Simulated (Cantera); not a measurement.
Charge: 1 mol Cr, 0.24 mol O₂, 0.47 mol N₂, held at 14.3 Torr.

Cantera equilibrium calculation (NASA polynomials, part measured and part estimated; ideal gas, pure solids and liquids). Candidate condensed phases: Cr, CrN, Cr₂N, Cr₂O₃; 14 gas species. Mutual solubility and eutectic melting of coexisting phases are not modelled. The numbers say what is thermodynamically allowed, not how fast it happens.

Task: What share of the Cr ends up in condensed phases as a function of T (°C), at 1325, 1525, 1725, 1925, 2125, 2325, 2525?

Result: 
```tsv
T (°C)	Cr condensed (%)	as
1325	100.0	Cr(s) + Cr₂O₃(s)
1525	99.8	Cr(s) + Cr₂O₃(s)
1725	97.0	Cr(s) + Cr₂O₃(s)
1925	62.5	Cr(l) + Cr₂O₃(s)
2125	25.4	Cr₂O₃(s)
2325	0.0	-
2525	0.0	-
```
